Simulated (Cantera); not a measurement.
Input (Python, Cantera):

```python
import numpy as np
import cantera as ct

gas = ct.Solution("gri30.yaml")


def delay(T, t_max=10):
    gas.TPX = T, 280000, {'CH4': 1, 'CO': 1.2, 'O2': 1.37, 'N2': 5.15, 'H2O': 1.8}
    reactor = ct.IdealGasConstPressureReactor(gas, clone=False)
    net = ct.ReactorNet([reactor])
    net.rtol, net.atol = 1e-8, 1e-16
    while net.time < t_max:
        t_old, T_old = net.time, reactor.T
        net.step()
        if reactor.T > T + 400:  # ignition: a rise of 400 K
            return t_old + (T + 400 - T_old) / (reactor.T - T_old) * (net.time - t_old)
    return np.nan


taus = []
for T in [1100, 1200, 1300, 1400, 1500, 1600]:
    taus.append(delay(T))
    print(f"T0 = {T:6g} K   tau = {taus[-1]:.4e} s")
```

Output:

```
T0 =   1100 K   tau = 3.0527e-01 s
T0 =   1200 K   tau = 6.1750e-02 s
T0 =   1300 K   tau = 1.4717e-02 s
T0 =   1400 K   tau = 3.9399e-03 s
T0 =   1500 K   tau = 1.1684e-03 s
T0 =   1600 K   tau = 3.8773e-04 s
```

Computed with Cantera and GRI-Mech 3.0 (53 species, 325 reactions).
